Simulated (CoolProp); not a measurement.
Vapour-liquid equilibrium of R227EA (1) + isobutane (2) at 337.6 K; x and y are mole fractions of (1).

Computed with CoolProp (multi-fluid Helmholtz-energy mixture model, Lemmon 2016 and Bücker 2006; pair parameters Bell 2016).

| x | bubble pressure, mixture model (kPa) | bubble pressure, Raoult's law (kPa) | y, mixture model | y, Raoult's law |
|---|---|---|---|---|
| 0.05 | 1086 | 979.2 | 0.130 | 0.067 |
| 0.15 | 1263 | 1014 | 0.288 | 0.193 |
| 0.25 | 1375 | 1048 | 0.383 | 0.312 |
| 0.35 | 1447 | 1083 | 0.454 | 0.423 |
| 0.45 | 1493 | 1118 | 0.515 | 0.527 |
| 0.55 | 1517 | 1152 | 0.575 | 0.624 |
| 0.65 | 1521 | 1187 | 0.640 | 0.716 |
| 0.75 | 1501 | 1221 | 0.714 | 0.803 |
| 0.85 | 1452 | 1256 | 0.806 | 0.885 |
| 0.95 | 1366 | 1290 | 0.925 | 0.963 |

The largest gap from Raoult's law is +33.6 % in bubble pressure, at x = 0.35. y crosses x between x = 0.55 and 0.65: the model has an azeotrope there.

Pair parameters are fitted to limited data, so mixtures are less certain than the pure fluids.
